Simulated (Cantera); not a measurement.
# Moist CO burnout

A perfectly stirred reactor is fed with 2.80 % CO, 2.80 % O₂, 1.21 % H₂O, 93.2 % N₂, equivalence ratio 0.50, at 1.78 atm; it is held at 1323 K, and followed from long to short residence time.

Model: GRI-Mech 3.0 (53 species, 325 reactions), integrated in Cantera.

| τ (s) | x CO | x O₂ | x H₂O | x N₂O | x H₂O₂ | x NO | x O |
|---|---|---|---|---|---|---|---|
| 20 | 2.20e-5 | 0.0142 | 0.0123 | 5.07e-7 | 5.16e-9 | 1.84e-6 | 1.15e-6 |
| 6.0 | 5.02e-5 | 0.0142 | 0.0123 | 8.94e-7 | 1.04e-8 | 2.21e-6 | 2.52e-6 |
| 1.8 | 0.000114 | 0.0142 | 0.0123 | 1.30e-6 | 2.05e-8 | 2.28e-6 | 5.61e-6 |
| 0.55 | 0.000257 | 0.0143 | 0.0123 | 1.48e-6 | 3.92e-8 | 1.93e-6 | 1.25e-5 |
| 0.17 | 0.000567 | 0.0144 | 0.0122 | 1.38e-6 | 7.22e-8 | 1.43e-6 | 2.75e-5 |
| 0.051 | 0.00126 | 0.0148 | 0.0122 | 1.14e-6 | 1.28e-7 | 1.05e-6 | 6.16e-5 |
| 0.016 | 0.00265 | 0.0154 | 0.0121 | 9.07e-7 | 2.04e-7 | 9.14e-7 | 0.000131 |
| 0.0048 | 0.00549 | 0.0168 | 0.0120 | 7.10e-7 | 2.95e-7 | 9.56e-7 | 0.000271 |
| 0.0014 | 0.0107 | 0.0193 | 0.0118 | 5.53e-7 | 3.73e-7 | 9.41e-7 | 0.000513 |
| 0.00044 | 0.0177 | 0.0226 | 0.0116 | 3.99e-7 | 3.92e-7 | 5.81e-7 | 0.000751 |
| 0.00013 | 0.0247 | 0.0261 | 0.0118 | 1.62e-7 | 2.77e-7 | 9.29e-8 | 0.000639 |
x: mole fraction; the columns are a selection and need not sum to one.
